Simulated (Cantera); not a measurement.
Cantera with NASA thermochemical tables; ideal gases at 1 bar, condensed phases pure. Values are per mole of reaction as written; species without (g) are pure solids or liquids, kept so even where they would boil at 1 bar.

2 Ca(g) + SO2(g) = S + 2 CaO

```json
[
 {"T (K)": "300", "ΔH° (kJ)": "?", "ΔS° (J/K)": "?", "ΔG° (kJ)": "?", "log10 K": "?", "condensed phases": "S(s), CaO(s)"},
 {"T (K)": "673", "ΔH° (kJ)": "-1310.8", "ΔS° (J/K)": "-410.3", "ΔG° (kJ)": "-1034.7", "log10 K": "80.30", "condensed phases": "S(l), CaO(s)"},
 {"T (K)": "723", "ΔH° (kJ)": "-1308.7", "ΔS° (J/K)": "-407.3", "ΔG° (kJ)": "-1014.2", "log10 K": "73.27", "condensed phases": "S(l), CaO(s)"},
 {"T (K)": "773", "ΔH° (kJ)": "-1306.7", "ΔS° (J/K)": "-404.6", "ΔG° (kJ)": "-993.9", "log10 K": "67.16", "condensed phases": "S(l), CaO(s)"},
 {"T (K)": "823", "ΔH° (kJ)": "-1304.6", "ΔS° (J/K)": "-402.0", "ΔG° (kJ)": "-973.8", "log10 K": "61.80", "condensed phases": "S(l), CaO(s)"},
 {"T (K)": "873", "ΔH° (kJ)": "-1302.4", "ΔS° (J/K)": "-399.4", "ΔG° (kJ)": "-953.7", "log10 K": "57.06", "condensed phases": "S(l), CaO(s)"},
 {"T (K)": "923", "ΔH° (kJ)": "-1300.2", "ΔS° (J/K)": "-396.9", "ΔG° (kJ)": "-933.8", "log10 K": "52.85", "condensed phases": "S(l), CaO(s)"},
 {"T (K)": "973", "ΔH° (kJ)": "?", "ΔS° (J/K)": "?", "ΔG° (kJ)": "?", "log10 K": "?", "condensed phases": "S(l), CaO(s)"},
 {"T (K)": "1023", "ΔH° (kJ)": "-1295.7", "ΔS° (J/K)": "-392.3", "ΔG° (kJ)": "-894.4", "log10 K": "45.67", "condensed phases": "S(l), CaO(s)"}
]
```

Problem. Some entries are withheld; supply them.

Solution. 
- 300, ΔH° (kJ): -1328.9
- 300, ΔS° (J/K): -449.3
- 300, ΔG° (kJ): -1194.1
- 300, log10 K: 207.91
- 973, ΔH° (kJ): -1297.9
- 973, ΔS° (J/K): -394.5
- 973, ΔG° (kJ): -914.0
- 973, log10 K: 49.07
